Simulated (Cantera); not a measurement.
Cantera run:

```python
import numpy as np
import cantera as ct

gas_names = """
    H H2 N NH NH2 NH3 N2 N2H2 N2H4 Ni
""".split()
cond_names = """
    Ni(cr) Ni(L)
""".split()


# ... load() reads the species with a 1 bar reference pressure and builds the phases ...
atoms = {
    'Ni': {'Ni': 1},
    'NH3': {'N': 1, 'H': 3},
    'N2': {'N': 2},
}
top_T = {}  # K; cautious upper limits of use, not melting points


# ... equilibrate(T, P, feed) seeds the gas with the atoms and calls Mixture.equilibrate('TP', solver="vcs", rtol=1e-11, max_steps=5000) ...
results = []
feed = {'Ni': 1, 'NH3': 0.99, 'N2': 1.2}  # mol
P = 750000  # Pa
for T in [600, 700, 800, 900, 1000, 1100, 1200, 1300, 1400, 1500, 1600, 1700, 1800, 1900]:
    mix = equilibrate(T, P, feed)
    results.append((T, P, feed, dict(zip(mix.species_names, mix.species_moles))))
    x = sorted(zip(gas.X, gas.species_names), reverse=True)
    print(f"T = {T:g} K  P = {P:g} Pa  gas = {mix.phase_moles(0):.4g} mol")
    print("   x: " + "  ".join(f"{s} {v:.3e}" for v, s in x if v > 0.0001))
    print("   condensed (mol): " + ("  ".join(f"{mix.phase(i).name} {mix.phase_moles(i):.4g}"
          for i in range(1, mix.n_phases) if mix.phase_moles(i) > 1e-12) or "none"))
```

It prints:

```
T = 600 K  P = 750000 Pa  gas = 3.003 mol
   x: N2 5.350e-01  H2 4.060e-01  NH3 5.904e-02
   condensed (mol): Ni(cr) 1
T = 700 K  P = 750000 Pa  gas = 3.131 mol
   x: N2 5.335e-01  H2 4.509e-01  NH3 1.554e-02
   condensed (mol): Ni(cr) 1
T = 800 K  P = 750000 Pa  gas = 3.164 mol
   x: N2 5.332e-01  H2 4.617e-01  NH3 5.136e-03
   condensed (mol): Ni(cr) 1
T = 900 K  P = 750000 Pa  gas = 3.173 mol
   x: N2 5.331e-01  H2 4.648e-01  NH3 2.102e-03
   condensed (mol): Ni(cr) 1
T = 1000 K  P = 750000 Pa  gas = 3.177 mol
   x: N2 5.331e-01  H2 4.659e-01  NH3 1.014e-03
   condensed (mol): Ni(cr) 1
T = 1100 K  P = 750000 Pa  gas = 3.178 mol
   x: N2 5.330e-01  H2 4.664e-01  NH3 5.542e-04
   condensed (mol): Ni(cr) 1
T = 1200 K  P = 750000 Pa  gas = 3.179 mol
   x: N2 5.330e-01  H2 4.666e-01  NH3 3.336e-04
   condensed (mol): Ni(cr) 1
T = 1300 K  P = 750000 Pa  gas = 3.179 mol
   x: N2 5.330e-01  H2 4.668e-01  NH3 2.166e-04
   condensed (mol): Ni(cr) 1
T = 1400 K  P = 750000 Pa  gas = 3.18 mol
   x: N2 5.330e-01  H2 4.668e-01  NH3 1.494e-04
   condensed (mol): Ni(cr) 1
T = 1500 K  P = 750000 Pa  gas = 3.18 mol
   x: N2 5.330e-01  H2 4.669e-01  NH3 1.082e-04
   condensed (mol): Ni(cr) 1
T = 1600 K  P = 750000 Pa  gas = 3.18 mol
   x: N2 5.330e-01  H2 4.669e-01
   condensed (mol): Ni(cr) 1
T = 1700 K  P = 750000 Pa  gas = 3.18 mol
   x: N2 5.330e-01  H2 4.669e-01
   condensed (mol): Ni(cr) 1
T = 1800 K  P = 750000 Pa  gas = 3.18 mol
   x: N2 5.330e-01  H2 4.669e-01
   condensed (mol): Ni(L) 1
T = 1900 K  P = 750000 Pa  gas = 3.18 mol
   x: N2 5.330e-01  H2 4.668e-01  H 1.980e-04
   condensed (mol): Ni(L) 1
```

Cantera equilibrium calculation (NASA polynomials, part measured and part estimated; ideal gas, pure solids and liquids).
